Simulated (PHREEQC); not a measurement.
Make-up at 70 °C: 0.0018 mol HF, 0.00015 mol NH4HF2 and 0.04 mol H3PO4 per kg of water. Closed to the air; pH follows from the charge balance.

Computed with PHREEQC (ion-association model, phreeqc.dat).

```json
[
 {"quantity": "pH", "before": "1.96", "after": "1.96"},
 {"quantity": "ionic strength (mol/kgw)", "before": "0.0123", "after": "0.0124"},
 {"quantity": "H2PO4- (mol/kgw)", "before": "0.0122", "after": "0.0122"},
 {"quantity": "F- (mol/kgw)", "before": "5.90e-5", "after": "0.000259"}
]
```

Problem. What was changed between the two runs?
(A) HF from 0.0018 to 0.009 mol/kgw
(B) temperature from 70 to 15 °C
(C) HF from 0.0018 to 0.0027 mol/kgw
(D) diluted 2-fold with water

Solution. A, HF from 0.0018 to 0.009 mol/kgw

No solid was allowed to form. Away from 25 °C the constants follow the database's enthalpies or fits; those with neither stay at their 25 °C values.
